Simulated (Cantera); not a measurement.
A perfectly stirred reactor is fed with 19.6 % H₂, 19.6 % O₂, 60.8 % N₂, equivalence ratio 0.50, at 1.00 bar; it is held at 1298 K, and followed from long to short residence time.

Model: the H2/O2 subset of GRI-Mech 3.0, which has no nitrogen chemistry, integrated in Cantera. The temperature is held fixed by assumption; the heat of reaction is taken as removed at once.

Task: Predict: x(H₂) at τ = 5.20 s; x(O₂) at τ = 5.20 s; x(H₂O) at τ = 5.20 s; x(H) at τ = 5.20 s; x(O) at τ = 5.20 s; x(H₂) at τ = 17.0 ms; x(O₂) at τ = 17.0 ms; x(H₂O) at τ = 17.0 ms; x(H) at τ = 17.0 ms; x(O) at τ = 17.0 ms.

Result: 
```json
{
  "x(H₂) at τ = 5.20 s": "2.34e-5",
  "x(O₂) at τ = 5.20 s": "0.109",
  "x(H₂O) at τ = 5.20 s": "0.217",
  "x(H) at τ = 5.20 s": "1.63e-7",
  "x(O) at τ = 5.20 s": "2.88e-6",
  "x(H₂) at τ = 17.0 ms": "0.00106",
  "x(O₂) at τ = 17.0 ms": "0.109",
  "x(H₂O) at τ = 17.0 ms": "0.216",
  "x(H) at τ = 17.0 ms": "4.98e-5",
  "x(O) at τ = 17.0 ms": "0.000160"
}
```
